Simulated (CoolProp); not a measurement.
A Linde-Hampson liquefier for ethylene: isothermal reversible compression at 320 K from 1 atm to 40 MPa, throttling to 1 atm, return gas leaving the recuperator 10 K below the feed. Each further row changes one setting.

Computed with CoolProp (reference Helmholtz-energy equation of state, Smukala 2000).

```tsv
case	liquid yield per pass	compression work (kJ/kg of gas)
as stated	[?]	468
high pressure 80 MPa	[?]	554
warm-end temperature 350 K	[?]	539
warm-end gap 15 K	0.407	468
```

Problem. Some entries are withheld; supply them.

Solution. 
- as stated, liquid yield per pass: 0.414
- high pressure 80 MPa, liquid yield per pass: 0.370
- warm-end temperature 350 K, liquid yield per pass: 0.347
